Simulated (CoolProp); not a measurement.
Ammonia along the isotherm 436.4 K: Z from the reference equation and from simpler models built on Tc = 405.6 K, pc = 113.6 bar, ω = 0.256; each cubic takes its own stable root.

Values from CoolProp's reference Helmholtz-energy equation of state, Gao 2020.

```
p (bar)          phase   reference  van der Waals  Redlich-Kwong  Soave-Redlich-Kwong  Peng-Robinson
-------  -------------  ----------  -------------  -------------  -------------------  -------------
0.539              gas      0.9987         0.9988         0.9987               0.9987         0.9986
1.11               gas      0.9972         0.9976         0.9973               0.9974         0.9971
2.27               gas      0.9943         0.9950         0.9945               0.9947         0.9940
4.67               gas      0.9883         0.9897         0.9886               0.9890         0.9876
9.59               gas      0.9757         0.9787         0.9765               0.9774         0.9744
19.7               gas  (withheld)         0.9554         0.9510               0.9529         0.9469
40.4               gas      0.8928         0.9046         0.8962               0.9006         0.8886
83                 gas  (withheld)     (withheld)         0.7687           (withheld)     (withheld)
170      supercritical      0.3897         0.4058         0.4142               0.4680     (withheld)
```

Q: Fill in the missing entries.

A: 
- 19.7, reference: 0.9494
- 83, reference: 0.7616
- 83, van der Waals: 0.7812
- 83, Soave-Redlich-Kwong: 0.7808
- 83, Peng-Robinson: 0.7580
- 170, Peng-Robinson: 0.4394
